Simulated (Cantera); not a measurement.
An isothermal, constant-pressure homogeneous reactor starts with H₂ : O₂ = 0.63 : 1 (molar parts), equivalence ratio 0.32, at 1325 K and 3.98 Torr.

Model: the H2/O2 subset of GRI-Mech 3.0, which has no nitrogen chemistry, integrated in Cantera. Radical loss at walls, strong at low pressure, is not modelled. The temperature is held fixed by assumption; the heat of reaction is taken as removed at once.

Problem. Predict: x(H₂) at 20.0 s; x(O₂) at 20.0 s; x(H) at 20.0 s; x(H₂O₂) at 20.0 s; x(H₂O) at 20.0 s; x(OH) at 20.0 s; x(HO₂) at 20.0 s.

Solution. 
```
Property                                              Result
-----------------  -----------------------------------------
x(H₂) at 20.0 s      1.93e-6 (gas-phase equilibrium 1.23e-6)
x(O₂) at 20.0 s          0.521 (gas-phase equilibrium 0.521)
x(H) at 20.0 s       4.93e-8 (gas-phase equilibrium 2.51e-8)
x(H₂O₂) at 20.0 s    2.20e-9 (gas-phase equilibrium 1.67e-9)
x(H₂O) at 20.0 s         0.479 (gas-phase equilibrium 0.479)
x(OH) at 20.0 s    0.000179 (gas-phase equilibrium 0.000142)
x(HO₂) at 20.0 s     4.88e-8 (gas-phase equilibrium 5.52e-8)
```
